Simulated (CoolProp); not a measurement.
Decamethyltetrasiloxane (MD2M) at several states: density (kg/m³) from the reference equation and from simpler models built on Tc = 326.2 °C, pc = 11.44 bar, ω = 0.635; each cubic takes its own stable root.

Model: reference Helmholtz-energy equation of state, Thol 2017, in CoolProp.

```json
[
 {"T (°C)": "267.45", "p (bar)": "4.7", "phase": "liquid", "reference": "558.3"},
 {"T (°C)": "108.15", "p (bar)": "0.171", "phase": "liquid", "reference": "764.8"},
 {"T (°C)": "184.15", "p (bar)": "0.323", "phase": "gas", "reference": "2.704"},
 {"T (°C)": "240.65", "p (bar)": "37.2", "phase": "liquid", "reference": "633.8"},
 {"T (°C)": "93.35", "p (bar)": "13.4", "phase": "liquid", "reference": "783.0"}
]
```

### Question
How far does each simpler model (van der Waals, Redlich-Kwong, Soave-Redlich-Kwong) lie from the reference over these 5 states: mean and median of the absolute difference, and the worst?

### Answer
- van der Waals: mean 54.4 %, median 42.9 %, worst -99.8 % at 108.15 °C and 0.171 bar
- Redlich-Kwong: mean 44.7 %, median 16.9 %, worst -99.8 % at 108.15 °C and 0.171 bar
- Soave-Redlich-Kwong: mean 9.2 %, median 10.9 %, worst -14.9 % at 267.45 °C and 4.7 bar

At some of these states van der Waals, Redlich-Kwong gives the other phase, because its saturation line lies elsewhere.
